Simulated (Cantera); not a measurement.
Feed: 1 mol CS2, 0.066 mol O2, 4.7 mol N2, held at 14000 Pa.

Cantera equilibrium calculation (NASA polynomials, part measured and part estimated; ideal gas, pure solids and liquids). Candidate condensed phases: C, S; 35 gas species. The numbers say what is thermodynamically allowed, not how fast it happens.

x: gas mole fraction; n: condensed amount in mol.

```
T (°C)   x N2   x CS2     x CS    x S2    x CO         x S  n C(graphite)
------  -----  ------  -------  ------  ------  ----------  -------------
1275    0.805   0.143  0.00120  0.0281  0.0225  (withheld)         0.0291
1325    0.805   0.142  0.00203  0.0286  0.0225  (withheld)         0.0297
1375    0.805   0.140  0.00331  0.0291  0.0225  (withheld)         0.0287
1425    0.804   0.139  0.00525  0.0294  0.0225  (withheld)         0.0253
1475    0.803   0.137  0.00807  0.0296  0.0225  (withheld)         0.0187
1525    0.801   0.134   0.0121  0.0297  0.0224  (withheld)        0.00788
1575    0.799   0.130   0.0172  0.0307  0.0224  (withheld)              0
1625    0.796   0.124   0.0229  0.0334  0.0223  (withheld)              0
1675    0.794   0.117   0.0296  0.0365  0.0222  (withheld)              0
1725    0.790   0.109   0.0370  0.0398  0.0222  (withheld)              0
1775    0.787   0.100   0.0450  0.0434  0.0221  (withheld)              0
1825    0.783  0.0911   0.0535  0.0470  0.0220  (withheld)              0
1875    0.779  0.0818   0.0620  0.0505  0.0219  (withheld)              0
```

### Question
Complete the blanks.

### Answer

- 1275, x S: 3.13e-5
- 1325, x S: 5.35e-5
- 1375, x S: 8.86e-5
- 1425, x S: 0.000142
- 1475, x S: 0.000222
- 1525, x S: 0.000337
- 1575, x S: 0.000508
- 1625, x S: 0.000769
- 1675, x S: 0.00114
- 1725, x S: 0.00167
- 1775, x S: 0.00241
- 1825, x S: 0.00340
- 1875, x S: 0.00471
